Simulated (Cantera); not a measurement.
Low-pressure radical oxidation in H2/O2

A perfectly stirred reactor is fed with H2 : O2 : N2 = 0.011 : 1 : 0.58 (molar parts), equivalence ratio 0.0055, at 0.0263 atm; it is held at 1298 K, and followed from long to short residence time.

Cantera simulation using the H2/O2 subset of GRI-Mech 3.0, which has no nitrogen chemistry; the numbers are that mechanism's predictions, not measurements. Radical loss at walls, strong at low pressure, is not modelled.

| τ (s) | x H2 | x O2 | x H2O2 | x OH | x H2O | x HO2 |
|---|---|---|---|---|---|---|
| 1.5 | 1.67e-5 | 0.626 | 1.05e-8 | 0.000283 | 0.00677 | 3.14e-7 |
| 0.68 | 2.62e-5 | 0.626 | 1.30e-8 | 0.000359 | 0.00671 | 4.13e-7 |
| 0.31 | 4.11e-5 | 0.625 | 1.55e-8 | 0.000446 | 0.00664 | 5.23e-7 |
| 0.14 | 6.57e-5 | 0.625 | 1.81e-8 | 0.000543 | 0.00654 | 6.41e-7 |
| 0.063 | 0.000109 | 0.624 | 2.10e-8 | 0.000649 | 0.00641 | 7.60e-7 |
| 0.029 | 0.000187 | 0.623 | 2.46e-8 | 0.000761 | 0.00625 | 8.75e-7 |
| 0.013 | 0.000344 | 0.623 | 3.03e-8 | 0.000899 | 0.00599 | 1.00e-6 |
| 0.0059 | 0.000651 | 0.623 | 3.86e-8 | 0.00106 | 0.00557 | 1.13e-6 |
x: mole fraction; the columns are a selection and need not sum to one.
